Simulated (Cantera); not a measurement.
A perfectly stirred reactor is fed with 10.9 % H₂, 78.1 % O₂, 10.9 % N₂, at 0.00600 bar; it is held at 1300 K, and followed from long to short residence time.

Cantera simulation using the H2/O2 subset of GRI-Mech 3.0, which has no nitrogen chemistry; the numbers are that mechanism's predictions, not measurements. Radical loss at walls, strong at low pressure, is not modelled. The temperature is held fixed by assumption; the heat of reaction is taken as removed at once.

One state of this run: x H₂ = 0.00426; x O₂ = 0.716; x H₂O = 0.0917; x OH = 0.00829; x H₂O₂ = 7.26e-8. x: mole fraction; the columns are a selection and need not sum to one.

**Question.** Which value of τ (s) does it belong to?
A. 0.40
B. 0.15
C. 0.0072
D. 0.032

**Answer.** D, 0.032
